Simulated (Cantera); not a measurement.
Gas mixture: 100 % CH3OH, at 0.00550 bar, frozen composition.

Cantera's kinetic-theory transport with the Lennard-Jones parameters of GRI-Mech 3.0, ideal gas; thermal conductivity in the multicomponent form. Polar gases are described roughly by these parameters. The composition is frozen, though it would react at the higher temperatures.

D: mixture-averaged diffusion coefficient of that species in the mixture.

```
T (K)  ρ (kg/m³)  cp (J/kg/K)  μ (µPa s)  λ (mW/m/K)     Pr  D (cm²/s) H  D (cm²/s) NH3  D (cm²/s) C2H2
-----  ---------  -----------  ---------  ----------  -----  -----------  -------------  --------------
400      0.00530         1604       13.1        28.1  0.748          288           48.5               …
600      0.00353         2101       19.7        55.2  0.749          613            109               …
800      0.00265         2491       25.8        85.5  0.751         1030            188               …
1000     0.00212         2798       31.3         117  0.751         1520            286               …
1200     0.00177         3031       36.4         147  0.751         2080            398               …
1400     0.00151         3214       41.1         176  0.751         2710            524               …
1600     0.00132         3357       45.4         203  0.750         3390            663               …
1800     0.00118         3468       49.5         229  0.749         4140            815               …
2000     0.00106         3554       53.4         254  0.748         4940            978               …
```

Problem. Some entries are withheld; supply them.

Solution. 
- 400, D (cm²/s) C2H2: 37.5
- 600, D (cm²/s) C2H2: 81.1
- 800, D (cm²/s) C2H2: 137
- 1000, D (cm²/s) C2H2: 204
- 1200, D (cm²/s) C2H2: 281
- 1400, D (cm²/s) C2H2: 367
- 1600, D (cm²/s) C2H2: 461
- 1800, D (cm²/s) C2H2: 563
- 2000, D (cm²/s) C2H2: 672
